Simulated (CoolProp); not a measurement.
Vapour-liquid equilibrium of n-pentane (1) + benzene (2) at 0.802 MPa; x and y are mole fractions of (1).

Computed with CoolProp (multi-fluid Helmholtz-energy mixture model, Thol 2019 and Thol 2012; pair parameters Bell 2016).

```csv
x,bubble temperature (°C),y at the bubble point,dew temperature at overall composition x (°C),liquid density (mol/L)
0.05,160.4,0.135,164.2,8.991
0.2,146.8,0.412,157.4,8.742
0.35,137.4,0.583,150.0,8.449
0.5,130.4,0.704,142.1,8.143
0.65,124.7,0.802,133.5,7.840
0.8,119.8,0.889,124.8,7.548
0.95,115.4,0.972,116.5,7.272
```

No azeotrope shows between x = 0.05 and 0.95.

Pair parameters are fitted to limited data, so mixtures are less certain than the pure fluids.
